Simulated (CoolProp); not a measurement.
Saturation properties of hydrogen sulfide (Tc = 100.0 °C, pc = 89.99 bar, ω = 0.101).

The numbers come from the reference Helmholtz-energy equation of state, Lemmon 2006 in CoolProp. It is a short technical equation, of lower accuracy than the large ones.

```json
[
 {"T (°C)": "-4.35", "p (bar)": "9.067", "vapour density (kg/m³)": "15.45", "surface tension (mN/m)": "16.9", "vapour viscosity (µPa s)": "10.2"},
 {"T (°C)": "-0.35", "p (bar)": "10.22", "vapour density (kg/m³)": "17.33", "surface tension (mN/m)": "16.1", "vapour viscosity (µPa s)": "10.3"},
 {"T (°C)": "3.75", "p (bar)": "11.51", "vapour density (kg/m³)": "19.44", "surface tension (mN/m)": "15.3", "vapour viscosity (µPa s)": "10.5"},
 {"T (°C)": "7.75", "p (bar)": "12.88", "vapour density (kg/m³)": "21.68", "surface tension (mN/m)": "14.5", "vapour viscosity (µPa s)": "10.6"},
 {"T (°C)": "11.75", "p (bar)": "14.36", "vapour density (kg/m³)": "24.13", "surface tension (mN/m)": "13.8", "vapour viscosity (µPa s)": "10.8"},
 {"T (°C)": "15.85", "p (bar)": "16.01", "vapour density (kg/m³)": "26.86", "surface tension (mN/m)": "13.0", "vapour viscosity (µPa s)": "10.9"},
 {"T (°C)": "19.85", "p (bar)": "17.74", "vapour density (kg/m³)": "29.77", "surface tension (mN/m)": "12.3", "vapour viscosity (µPa s)": "11.1"},
 {"T (°C)": "23.95", "p (bar)": "19.66", "vapour density (kg/m³)": "33.01", "surface tension (mN/m)": "11.5", "vapour viscosity (µPa s)": "11.3"},
 {"T (°C)": "27.95", "p (bar)": "21.67", "vapour density (kg/m³)": "36.46", "surface tension (mN/m)": "10.8", "vapour viscosity (µPa s)": "11.4"},
 {"T (°C)": "32.05", "p (bar)": "23.88", "vapour density (kg/m³)": "40.31", "surface tension (mN/m)": "10.0", "vapour viscosity (µPa s)": "11.6"},
 {"T (°C)": "36.05", "p (bar)": "26.19", "vapour density (kg/m³)": "44.40", "surface tension (mN/m)": "9.33", "vapour viscosity (µPa s)": "11.9"},
 {"T (°C)": "40.15", "p (bar)": "28.72", "vapour density (kg/m³)": "48.97", "surface tension (mN/m)": "8.61", "vapour viscosity (µPa s)": "12.1"},
 {"T (°C)": "44.15", "p (bar)": "31.36", "vapour density (kg/m³)": "53.85", "surface tension (mN/m)": "7.92", "vapour viscosity (µPa s)": "12.3"},
 {"T (°C)": "48.25", "p (bar)": "34.24", "vapour density (kg/m³)": "59.33", "surface tension (mN/m)": "7.22", "vapour viscosity (µPa s)": "12.6"},
 {"T (°C)": "52.25", "p (bar)": "37.22", "vapour density (kg/m³)": "65.19", "surface tension (mN/m)": "6.56", "vapour viscosity (µPa s)": "12.9"}
]
```

It boils at -60.3 °C under 1 atm.

Viscosity comes from a separate model (Quiñones-Cisneros 2012). Surface tension comes from a separate correlation (Mulero 2012).
